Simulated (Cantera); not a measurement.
**Premixed flame**

A freely propagating, adiabatic, planar premixed flame of H2 : O2 : N2 = 1 : 0.357 : 1.34 (molar parts), equivalence ratio 1.4, unburnt at 675 K and 38000 Pa; mixture-averaged transport, grid criteria slope 0.08 and curve 0.16, no radiation.

Computed with Cantera and the H2/O2 subset of GRI-Mech 3.0, which has no nitrogen chemistry. Burning velocities carry a grid error of a few per cent, more on coarse grids.

```csv
z (mm),T (K),u (m/s),x H2,x O2,x H2O2,x HO2,x OH,x H2O
-5.07,675,9.68,0.371,0.132,<1e-8,<1e-8,<1e-8,<1e-8
-3.38,675,9.68,0.371,0.132,<1e-8,<1e-8,<1e-8,<1e-8
-2.53,675,9.68,0.371,0.132,<1e-8,<1e-8,<1e-8,<1e-8
-1.69,675,9.68,0.371,0.132,<1e-8,6.71e-7,<1e-8,4.60e-8
-0.845,684,9.79,0.369,0.132,5.62e-7,9.05e-5,3.34e-5,0.000535
-0.422,811,11.5,0.345,0.128,1.32e-6,6.83e-5,0.000428,0.0124
0,1211,16.7,0.204,0.0777,1.42e-6,2.96e-5,0.00383,0.116
0.422,1493,20.3,0.103,0.0195,1.16e-6,7.20e-6,0.00862,0.223
0.845,1612,21.7,0.0959,0.0118,8.29e-7,3.93e-6,0.0107,0.238
1.69,1750,23.3,0.101,0.00956,4.92e-7,2.80e-6,0.0127,0.244
3.38,1903,25.1,0.106,0.00755,2.62e-7,1.96e-6,0.0142,0.252
6.76,2060,26.8,0.110,0.00547,1.40e-7,1.32e-6,0.0147,0.261
13.5,2209,28.4,0.113,0.00355,8.19e-8,8.69e-7,0.0139,0.271
```
x: mole fraction of selected species; z is measured from the peak of heat release.

```yaml
laminar_burning_velocity: 968 cm/s
thermal_thickness: 1.69 mm
peak x(H2O2): 1.50e-6
peak x(HO2): 9.44e-5
peak x(OH): 0.0147
grid_points: 140
```
